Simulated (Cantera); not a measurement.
Equilibrium for silicon etching in halogen gases: Si + NF₃ + HCl

A closed system holds: 1 mol Si, 1.7 mol NF₃, 10 mol HCl, equilibrated at 0.0133 bar.

Method: chemical equilibrium by Gibbs-energy minimisation in Cantera with the NASA 1993 tables (ideal gas, pure condensed phases). Candidate condensed phases: NH₄Cl, Si, Si₃N₄; 49 gas species. The tables' values for SiF₃ are old estimates; treat these amounts as uncertain. The numbers say what is thermodynamically allowed, not how fast it happens.

| T (°C) | x HCl | x HF | x Cl | x SiF₄ | x N₂ | x Cl₂ | x SiF₃ |
|---|---|---|---|---|---|---|---|
| 427 | 0.718 | 0.0887 | 1.21e-6 | 0.0806 | 0.0685 | 0.0444 | <1e-12 |
| 527 | 0.718 | 0.0887 | 1.71e-5 | 0.0806 | 0.0685 | 0.0443 | <1e-12 |
| 627 | 0.718 | 0.0887 | 0.000135 | 0.0806 | 0.0685 | 0.0443 | <1e-12 |
| 727 | 0.717 | 0.0887 | 0.000706 | 0.0806 | 0.0685 | 0.0440 | 1.97e-12 |
| 827 | 0.717 | 0.0886 | 0.00272 | 0.0805 | 0.0685 | 0.0429 | 8.89e-11 |
| 927 | 0.715 | 0.0883 | 0.00819 | 0.0803 | 0.0683 | 0.0401 | 2.16e-9 |
| 1027 | 0.711 | 0.0878 | 0.0198 | 0.0798 | 0.0679 | 0.0340 | 3.37e-8 |
| 1127 | 0.704 | 0.0870 | 0.0384 | 0.0791 | 0.0672 | 0.0243 | 3.87e-7 |
| 1227 | 0.697 | 0.0861 | 0.0590 | 0.0783 | 0.0665 | 0.0136 | 3.69e-6 |
| 1327 | 0.691 | 0.0855 | 0.0736 | 0.0776 | 0.0660 | 0.00597 | 3.10e-5 |
| 1427 | 0.688 | 0.0855 | 0.0808 | 0.0771 | 0.0658 | 0.00236 | 0.000223 |
x: gas mole fraction; nothing condenses.

From 427 °C to 1427 °C nothing is condensed. The main Si-bearing gas is SiF₄ throughout.
